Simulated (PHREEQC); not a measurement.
Model water analysis in mmol/kgw, 25 °C, pH 4.08, pe 12: Na 3.63; K 5.41; Ca 9.03; Mg 7.77; Cl 6.47; S(6) 18.2; Al 0.0047; Zn 0.0447; F 0.123; Cu(2) 0.0218.

Valence states are taken as typed.

Computed with PHREEQC (ion-association model, phreeqc.dat).

Each row changes one thing in this solution. No solid was allowed to form.

```csv
case,ionic strength (mol/kgw),SO4-2 (mol/kgw),Ca+2 (mol/kgw),K+ (mol/kgw),Mg+2 (mol/kgw),MgSO4 (mol/kgw),SI of Gypsum (CaSO4:2H2O),SI of Fluorite (CaF2)
as made,0.0544,0.0121,0.00625,0.00521,0.00485,0.00291,-0.22,-0.23
K from 5.41 to 2.71 mmol/kgw,0.0530,0.0122,0.00622,0.00261,0.00482,0.00294,-0.22,-0.22
temperature from 25 to 40 °C at the same typed pH,0.0518,0.0115,0.00618,0.00517,0.00429,0.00347,-0.24,-0.42
```

At this temperature some constants are extrapolated from 25 °C, and those without enthalpy data are left unchanged. Fluoro complexes past AlF4- and FeF3 are missing from the database.
